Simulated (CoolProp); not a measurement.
Vapour pressure (bar) of octamethyltrisiloxane (MDM): the reference equation beside estimates from Tc = 565.4 K, pc = 14.38 bar, ω = 0.528. Clausius-Clapeyron is anchored at 440.9 K with a constant enthalpy of vaporisation of 34.39 kJ/mol.

Computed with CoolProp (reference Helmholtz-energy equation of state, Thol 2017).

```
T (K)  reference  Clausius-Clapeyron  van der Waals  Soave-Redlich-Kwong  Peng-Robinson
-----  ---------  ------------------  -------------  -------------------  -------------
440.9      1.485               1.485          4.893                1.479          1.472
446.2      1.683               1.660          5.175                1.679          1.668
451.5      1.901               1.851          5.467                  ___          1.884
456.8      2.140               2.059          5.769                2.139          2.122
462.1      2.401               2.284          6.081                2.403          2.381
467.3      2.679               2.524          6.398                2.686          2.660
472.6      2.988               2.787          6.732                3.000          2.969
477.9      3.323               3.071          7.076                3.340          3.305
483.2        ___               3.377          7.431                3.710            ___
488.5      4.077               3.705          7.796                  ___          4.064
493.8      4.500               4.058          8.173                4.542          4.491
499.1      4.954               4.436          8.560                5.007            ___
504.4      5.444               4.839          8.959                5.508          5.447
509.7      5.969               5.270          9.369                6.045          5.981
```

Task: Complete the blanks.

Result: 
- 451.5, Soave-Redlich-Kwong: 1.898
- 483.2, reference: 3.685
- 483.2, Peng-Robinson: 3.669
- 488.5, Soave-Redlich-Kwong: 4.110
- 499.1, Peng-Robinson: 4.951

Absolute difference from the reference over all 14 rows, mean and median: Clausius-Clapeyron 6.7 and 7.2 %, van der Waals 128.1 and 119.1 %, Soave-Redlich-Kwong 0.6 and 0.5 %, Peng-Robinson 0.5 and 0.6 %.
